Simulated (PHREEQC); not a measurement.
Synthetic water in mg/L, 25 °C, pH 6.88, pe 8.8: Na 0.0157; K 0.00108; Ca 0.0441; Mg 0.0063; Cl 0.0441; S(6) as SO4 0.047; Alkalinity as HCO3 0.0388; Cd 0.000169; Li 4.43e-06; Zn 0.000249.

Valence states are taken as typed.

All values are PHREEQC results (ion-association model, phreeqc.dat), not measurements.

- ionic strength: 5.13e-6 mol/kgw
- charge-balance error: 8.9 %

```csv
species,molality,activity,log γ
Cl-,1.24e-6,1.24e-6,-0.001
Ca+2,1.10e-6,1.09e-6,-0.005
HCO3-,6.90e-7,6.89e-7,-0.001
Na+,6.83e-7,6.81e-7,-0.001
SO4-2,4.89e-7,4.84e-7,-0.005
Mg+2,2.59e-7,2.56e-7,-0.005
CO2,2.04e-7,2.04e-7,0.000
H+,1.32e-7,1.32e-7,-0.001
OH-,7.70e-8,7.68e-8,-0.001
K+,2.76e-8,2.75e-8,-0.001
Zn+2,3.77e-9,3.73e-9,-0.005
Cd+2,1.50e-9,1.49e-9,-0.005
```

Precipitation was switched off in this run.
